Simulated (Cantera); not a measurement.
## Low-pressure radical oxidation in H2/O2

An isothermal, constant-pressure homogeneous reactor starts with H₂ : O₂ = 0.036 : 1 (molar parts), equivalence ratio 0.018, at 1425 K and 0.0267 bar.

Computed with Cantera and the H2/O2 subset of GRI-Mech 3.0, which has no nitrogen chemistry. Radical loss at walls, strong at low pressure, is not modelled. The temperature is held fixed by assumption; the heat of reaction is taken as removed at once.

```json
[
 {"t (s)": "7.00e-6", "x H₂": "0.0347", "x O₂": "0.965", "x HO₂": "1.54e-8", "x H₂O₂": "1.62e-12", "x H₂O": "3.22e-10", "x H": "1.12e-8"},
 {"t (s)": "1.93e-5", "x H₂": "0.0347", "x O₂": "0.965", "x HO₂": "4.25e-8", "x H₂O₂": "1.22e-11", "x H₂O": "5.12e-9", "x H": "2.23e-8"},
 {"t (s)": "5.30e-5", "x H₂": "0.0347", "x O₂": "0.965", "x HO₂": "1.17e-7", "x H₂O₂": "8.98e-11", "x H₂O": "7.06e-8", "x H": "5.45e-8"},
 {"t (s)": "0.000146", "x H₂": "0.0347", "x O₂": "0.965", "x HO₂": "3.22e-7", "x H₂O₂": "6.35e-10", "x H₂O": "1.35e-6", "x H": "3.79e-7"},
 {"t (s)": "0.000401", "x H₂": "0.0344", "x O₂": "0.965", "x HO₂": "1.09e-6", "x H₂O₂": "4.18e-9", "x H₂O": "0.000240", "x H": "5.25e-5"},
 {"t (s)": "0.00110", "x H₂": "0.000592", "x O₂": "0.935", "x HO₂": "2.61e-6", "x H₂O₂": "7.28e-8", "x H₂O": "0.0302", "x H": "0.00303"},
 {"t (s)": "0.00304", "x H₂": "0.000405", "x O₂": "0.936", "x HO₂": "2.44e-6", "x H₂O₂": "6.35e-8", "x H₂O": "0.0309", "x H": "0.00260"},
 {"t (s)": "0.00837", "x H₂": "0.000350", "x O₂": "0.940", "x HO₂": "2.31e-6", "x H₂O₂": "6.12e-8", "x H₂O": "0.0315", "x H": "0.00206"},
 {"t (s)": "0.0230", "x H₂": "0.000243", "x O₂": "0.948", "x HO₂": "1.96e-6", "x H₂O₂": "5.49e-8", "x H₂O": "0.0325", "x H": "0.00116"},
 {"t (s)": "0.0634", "x H₂": "0.000109", "x O₂": "0.957", "x HO₂": "1.31e-6", "x H₂O₂": "4.06e-8", "x H₂O": "0.0338", "x H": "0.000337"},
 {"t (s)": "0.174", "x H₂": "2.90e-5", "x O₂": "0.962", "x HO₂": "5.75e-7", "x H₂O₂": "2.18e-8", "x H₂O": "0.0347", "x H": "4.51e-5"},
 {"t (s)": "0.480", "x H₂": "5.65e-6", "x O₂": "0.964", "x HO₂": "1.79e-7", "x H₂O₂": "8.61e-9", "x H₂O": "0.0351", "x H": "3.85e-6"},
 {"t (s)": "1.32", "x H₂": "1.11e-6", "x O₂": "0.964", "x HO₂": "7.03e-8", "x H₂O₂": "2.89e-9", "x H₂O": "0.0352", "x H": "3.36e-7"},
 {"t (s)": "3.63", "x H₂": "2.83e-7", "x O₂": "0.965", "x HO₂": "6.82e-8", "x H₂O₂": "1.10e-9", "x H₂O": "0.0353", "x H": "4.32e-8"},
 {"t (s)": "10.0", "x H₂": "1.51e-7", "x O₂": "0.965", "x HO₂": "8.22e-8", "x H₂O₂": "7.59e-10", "x H₂O": "0.0353", "x H": "1.69e-8"}
]
```
x: mole fraction; the columns are a selection and need not sum to one.

Equilibrium at this temperature and pressure: H₂ 1.46e-7, O₂ 0.965, HO₂ 8.33e-8, H₂O₂ 7.45e-10, H₂O 0.0353, H 1.61e-8 (gas phase only).
